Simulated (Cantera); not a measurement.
A freely propagating, adiabatic, planar premixed flame of CH4 : O2 : N2 : H2O = 1 : 1.82 : 5.64 : 0.21 (molar parts), unburnt at 300 K and 760 Torr; mixture-averaged transport, grid criteria slope 0.08 and curve 0.16, no radiation.

Model: GRI-Mech 3.0 (53 species, 325 reactions), integrated in Cantera. Burning velocities carry a grid error of a few per cent, more on coarse grids.

### Question
How do the results move with these cheaper or finer settings: unity-Lewis-number transport; multicomponent transport; multicomponent+Soret transport; grid criteria slope 0.5, curve 1; grid criteria slope 0.25, curve 0.5; grid criteria slope 0.03, curve 0.06?

### Answer
```tsv
setting	laminar burning velocity	thermal thickness	peak x(H)	peak x(CH3)	grid points
as above	50.6 cm/s	0.360 mm	0.00944	0.00339	158
unity-Lewis-number transport	35.1 cm/s	0.441 mm	0.0113	0.00264	155
multicomponent transport	50.8 cm/s	0.367 mm	0.00949	0.00342	159
multicomponent+Soret transport	50.3 cm/s	0.365 mm	0.00943	0.00332	158
grid criteria slope 0.5, curve 1	52.0 cm/s	0.391 mm	0.00957	0.00328	46
grid criteria slope 0.25, curve 0.5	51.5 cm/s	0.371 mm	0.00958	0.00336	68
grid criteria slope 0.03, curve 0.06	49.9 cm/s	0.358 mm	0.00932	0.00339	365
```
The base run took very roughly 15 core-seconds.
Unity Lewis numbers drop preferential diffusion, which matters most where H2 and H carry the flame; Soret adds thermal diffusion.
